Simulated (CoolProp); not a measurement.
A Linde-Hampson liquefier for dry air: isothermal reversible compression at 300 K from 1 atm to 5 MPa, throttling to 1 atm, return gas leaving the recuperator 5 K below the feed. Each further row changes one setting.

The numbers come from the reference Helmholtz-energy equation of state, Lemmon 2000 in CoolProp. It is a pseudo-pure fit of the blend.

| case | liquid yield per pass | compression work (kJ/kg of gas) |
|---|---|---|
| as stated | ? | 335 |
| high pressure 10 MPa | ? | ? |
| warm-end temperature 330 K | ? | ? |
| warm-end gap 10 K | ? | 335 |

Q: Fill in the missing entries.

A: 
- as stated, liquid yield per pass: 0.013
- high pressure 10 MPa, liquid yield per pass: 0.036
- high pressure 10 MPa, compression work (kJ/kg of gas): 394
- warm-end temperature 330 K, liquid yield per pass: 0.008
- warm-end temperature 330 K, compression work (kJ/kg of gas): 369
- warm-end gap 10 K, liquid yield per pass: 0.001
